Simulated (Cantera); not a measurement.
Hydrocarbon pyrolysis for carbon deposition

An isothermal, constant-pressure homogeneous reactor starts with CH4 : N2 = 1 : 140 (molar parts), at 1525 K and 370 Pa.

Model: GRI-Mech 3.0 (53 species, 325 reactions), integrated in Cantera. GRI-Mech 3.0 stops at C3 and has no aromatics, soot or wall deposition, so with more carbon than oxygen in the feed, carbon stays in small species such as C2H2 where larger ones or solid carbon would form. Radical loss at walls, strong at low pressure, is not modelled.

```tsv
t (s)	x CH4	x C2H	x CH3	x C2H2	x HCN	x H2
5.00e-6	0.00709	<1e-12	7.03e-11	<1e-12	<1e-12	<1e-12
2.15e-5	0.00709	<1e-12	3.04e-10	<1e-12	<1e-12	1.78e-12
9.25e-5	0.00709	<1e-12	1.33e-9	<1e-12	<1e-12	3.24e-11
0.000398	0.00709	<1e-12	6.15e-9	<1e-12	<1e-12	5.67e-10
0.00171	0.00709	<1e-12	3.24e-8	<1e-12	<1e-12	8.43e-9
0.00735	0.00709	<1e-12	1.81e-7	<1e-12	<1e-12	7.81e-8
0.0316	0.00709	<1e-12	8.63e-7	<1e-12	<1e-12	4.19e-7
0.136	0.00709	<1e-12	3.79e-6	1.25e-10	<1e-12	1.90e-6
0.585	0.00707	<1e-12	1.63e-5	4.28e-8	1.76e-12	9.52e-6
2.51	0.00692	5.93e-11	6.67e-5	1.30e-5	2.51e-10	0.000147
10.8	0.00446	3.14e-9	0.000100	0.00108	9.10e-8	0.00365
46.5	0.00112	9.65e-9	3.33e-5	0.00293	1.17e-6	0.00884
200	0.000111	1.91e-8	5.62e-6	0.00346	5.04e-6	0.0104
```
x: mole fraction; the columns are a selection and need not sum to one.

Equilibrium at this temperature and pressure: CH4 3.47e-8, C2H 1.49e-9, CH3 2.68e-9, C2H2 0.000178, HCN 0.00669, H2 0.0105 (gas phase only).
